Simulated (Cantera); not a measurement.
Cantera run, input and output.

```python
import numpy as np
import cantera as ct

gas = ct.Solution("gri30.yaml", transport_model="multicomponent")
show = ['CH3', 'CO2', 'H']

rows = []
print(f"{'T/K':>7s}{'rho':>11s}{'cp':>10s}{'mu':>11s}{'lambda':>11s}{'Pr':>7s}" + "".join(f"{'D_' + s:>11s}" for s in show))
for T in [400, 600, 800, 1000, 1200, 1400, 1600]:
    gas.TPX = T, 2666, {'NH3': 0.61, 'C2H2': 0.58, 'CO': 0.87, 'C2H6': 0.48}
    Pr = gas.cp_mass * gas.viscosity / gas.thermal_conductivity
    D = [gas.mix_diff_coeffs_mole[gas.species_index(s)] for s in show]
    rows.append([gas.density, gas.cp_mass, gas.viscosity, gas.thermal_conductivity, Pr, *D])
    print(f"{T:7g}{gas.density:11.4e}{gas.cp_mass:10.1f}{gas.viscosity:11.4e}"
          f"{gas.thermal_conductivity:11.4e}{Pr:7.3f}" + "".join(f"{d:11.4e}" for d in D))
print("SI units: kg/m3, J/kg/K, Pa s, W/m/K, m2/s")
```

It prints:

```
    T/K        rho        cp         mu     lambda     Pr      D_CH3      D_CO2        D_H
    400 2.0291e-02    1704.1 1.5883e-05 3.6692e-02  0.738 1.2700e-03 8.9483e-04 6.6995e-03
    600 1.3527e-02    2033.2 2.2135e-05 6.0560e-02  0.743 2.6164e-03 1.8802e-03 1.3807e-02
    800 1.0145e-02    2296.2 2.7592e-05 8.4909e-02  0.746 4.3082e-03 3.1296e-03 2.2740e-02
   1000 8.1163e-03    2513.7 3.2498e-05 1.0922e-01  0.748 6.3062e-03 4.6105e-03 3.3290e-02
   1200 6.7636e-03    2685.6 3.7000e-05 1.3272e-01  0.749 8.5843e-03 6.3015e-03 4.5319e-02
   1400 5.7974e-03    2823.8 4.1192e-05 1.5530e-01  0.749 1.1124e-02 8.1876e-03 5.8728e-02
   1600 5.0727e-03    2934.3 4.5139e-05 1.7686e-01  0.749 1.3910e-02 1.0257e-02 7.3442e-02
SI units: kg/m3, J/kg/K, Pa s, W/m/K, m2/s
```

Computed with Cantera and GRI-Mech 3.0 (53 species, 325 reactions). Polar gases are described roughly by these parameters. The composition is frozen, though it would react at the higher temperatures.
